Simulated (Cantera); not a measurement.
Feed: 1 mol CCl₄, 0.67 mol HCl, 4.1 mol H₂, 0.017 mol F₂, held at 1850 °C and 1000 Pa.

Cantera equilibrium calculation (NASA polynomials, part measured and part estimated; ideal gas, pure solids and liquids). Candidate condensed phases: C, C₆H₆, C₇H₈, C₈H₁₈; 118 gas species. The numbers say what is thermodynamically allowed, not how fast it happens.

Base state: HCl 0.640, H₂ 0.304, Cl 0.0306, H 0.0198, HF 0.00488, C₂H₂ (acetylene) 0.000504 (mole fractions); condensed: C(graphite).

Question: What changes in the equilibrium state with this change: H₂ from 4.1 to 0.53 mol?

Answer: 
| species | before | after |
|---|---|---|
| Cl | 0.0306 | 0.629 |
| HCl | 0.640 | 0.360 |
| HF | 0.00488 | 0.00723 |
| H₂ | 0.304 | 0.000228 |
| H | 0.0198 | 0.000542 |
| C₂H₂ (acetylene) | 0.000504 | 3.78e-7 |
| Cl₂ | 7.07e-6 | 0.00299 |
| F | 2.09e-7 | 1.13e-5 |
| C(graphite), mol | 0.993 | 1.000 |
